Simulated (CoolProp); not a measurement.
Properties of R113 along the isobar 101 kPa (Tc = 214.1 °C, pc = 3392 kPa, ω = 0.253).

Computed with CoolProp (reference Helmholtz-energy equation of state, Marx 1992).

| T (°C) | phase | density (kg/m³) | cp (kJ/(kg K)) | isothermal compressibility (1/MPa) | expansivity (1/kK) |
|---|---|---|---|---|---|
| -21.45 | liquid | 1671 | 0.8798 | 0.001133 | 1.369 |
| 14.05 | liquid | 1589 | 0.9077 | 0.001598 | 1.480 |
| 49.45 | gas | 7.350 | 0.6925 | 10.34 | 3.573 |
| 84.95 | gas | 6.538 | 0.7172 | 10.19 | 3.062 |
| 120.45 | gas | 5.903 | 0.7430 | 10.11 | 2.714 |
| 155.95 | gas | 5.387 | 0.7670 | 10.06 | 2.449 |
| 191.35 | gas | 4.959 | 0.7887 | 10.02 | 2.238 |
| 226.85 | gas | 4.595 | 0.8083 | 9.994 | 2.063 |
